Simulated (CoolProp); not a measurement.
Model: reference Helmholtz-energy equation of state, Leachman 2009, in CoolProp.

### Question
For normal hydrogen, give the phase and the cv (kJ/(kg K)), Joule-Thomson coefficient (K/MPa) at -87.85 °C and 608 kPa; -67.85 °C and 608 kPa.

### Answer
- -87.85 °C and 608 kPa: gas; cv 9.19, Joule-Thomson coefficient 0.0764
- -67.85 °C and 608 kPa: gas; cv 9.49, Joule-Thomson coefficient -0.0298
